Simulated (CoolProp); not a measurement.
A Linde-Hampson liquefier for CF4 (R14): isothermal reversible compression at 290 K from 1 atm to 25 MPa, throttling to 1 atm, return gas leaving the recuperator 2 K below the feed. Each further row changes one setting.

Values from CoolProp's reference Helmholtz-energy equation of state, Platzer 1990. This equation is an older, rougher fit; its heat capacities, sound speeds and derivatives of the liquid may be far off and weren't checked against measurements.

```
case                        liquid yield per pass  compression work (kJ/kg of gas)
--------------------------  ---------------------  -------------------------------
as stated                                   0.309                              133
high pressure 50 MPa                   (withheld)                              155
warm-end temperature 320 K             (withheld)                       (withheld)
warm-end gap 7 K                       (withheld)                              133
```

Task: Some entries are withheld; supply them.

Result: 
- high pressure 50 MPa, liquid yield per pass: 0.306
- warm-end temperature 320 K, liquid yield per pass: 0.237
- warm-end temperature 320 K, compression work (kJ/kg of gas): 154
- warm-end gap 7 K, liquid yield per pass: 0.297
